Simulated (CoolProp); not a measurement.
Saturation properties of neopentane (Tc = 160.6 °C, pc = 3.196 MPa, ω = 0.196).

The numbers come from the reference Helmholtz-energy equation of state, Lemmon 2006 in CoolProp. It is a short technical equation, of lower accuracy than the large ones.

```
T (°C)  p (MPa)  vapour density (kg/m³)  enthalpy of vaporisation (kJ/kg)
------  -------  ----------------------  --------------------------------
71.55    0.6085                   18.15                             259.2
74.75    0.6550                   19.56                             255.6
77.95    0.7040                   21.05                             251.9
81.15    0.7557                   22.64                             248.1
84.35    0.8102                   24.33                             244.2
87.55    0.8674                   26.13                             240.1
90.75    0.9276                   28.04                             236.0
93.85    0.9887                   30.02                             231.8
97.05     1.055                   32.20                             227.4
100.25    1.124                   34.52                             222.8
103.45    1.197                   37.01                             218.0
106.65    1.273                   39.67                             213.1
```

It boils at 9.5 °C under 1 atm.
